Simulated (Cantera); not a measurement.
An adiabatic, constant-volume homogeneous reactor starts with CH3OH : O2 : N2 : H2O = 1 : 1 : 3.76 : 0.38 (molar parts), at 1500 K and 160000 Pa. Integrator tolerance rtol = 1e-08.

Model: GRI-Mech 3.0 (53 species, 325 reactions), integrated in Cantera. GRI-Mech 3.0 was tuned for natural gas; its chemistry of methanol as a main component is partial and can be far from experiment.

```csv
quantity,before,after
time of steepest temperature rise,98.6 µs,0.535 ms
temperature at 0.500 s,2879 K,2825 K
equilibrium temperature,2879 K,2825 K
x(CH3OH) at 0.500 s,<1e-12 (gas-phase equilibrium <1e-12),<1e-12 (gas-phase equilibrium <1e-12)
x(O2) at 0.500 s,0.00361 (gas-phase equilibrium 0.00361),0.00248 (gas-phase equilibrium 0.00248)
x(H2O) at 0.500 s,0.247 (gas-phase equilibrium 0.247),0.254 (gas-phase equilibrium 0.254)
x(NO) at 0.500 s,0.00434 (gas-phase equilibrium 0.00434),0.00336 (gas-phase equilibrium 0.00336)
x(HCN) at 0.500 s,3.09e-8 (gas-phase equilibrium 3.09e-8),3.07e-8 (gas-phase equilibrium 3.07e-8)
x(C2H2) at 0.500 s,<1e-12 (gas-phase equilibrium <1e-12),<1e-12 (gas-phase equilibrium <1e-12)
```

Problem. What was changed between the two runs?
(A) constant pressure in place of constant volume
(B) initial temperature 1500 to 1350 K
(C) H2O 0.38 to 0.21 parts
(D) initial temperature 1500 to 1475 K

Solution. B, initial temperature 1500 to 1350 K
